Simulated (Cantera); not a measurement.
Feed: 1 mol Si3N4, 0.083 mol O2, 2.3 mol H2, held at 727 °C and 1 atm.

Cantera equilibrium calculation (NASA polynomials, part measured and part estimated; ideal gas, pure solids and liquids). Candidate condensed phases: H2O, Si, SiO2, Si2N2O, Si3N4; 35 gas species. Rates play no part.

Base state: H2 0.976, N2 0.0235, NH3 8.72e-5 (mole fractions); condensed: Si2N2O(s) + Si3N4(s).

What changes in the equilibrium state with this change: Si3N4 replaced by Si?


```tsv
species	before	after
H2	0.976	1.00
N2	0.0235	0
NH3	8.72e-5	0
Si2N2O(s), mol	0.166	0
Si3N4(s), mol	0.889	0
Si(s), mol	0	0.917
SiO2(β-quartz), mol	0	0.0830
```
